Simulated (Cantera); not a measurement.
Charge: 1 mol Cu2O, 17 mol H2, equilibrated at 0.00580 bar.

These are equilibrium values from Cantera (NASA tables, ideal gas, pure condensed phases), not measurements of a reactor. Candidate condensed phases: Cu, CuO, Cu(OH)2, Cu2O, H2O; 12 gas species. Rates play no part.

At 1025 °C, list the 4 most abundant gas species with their mole fractions, and the condensed phases.

H2 0.941, H2O 0.0588, Cu 2.59e-5, H 1.36e-5. Condensed: Cu(s).
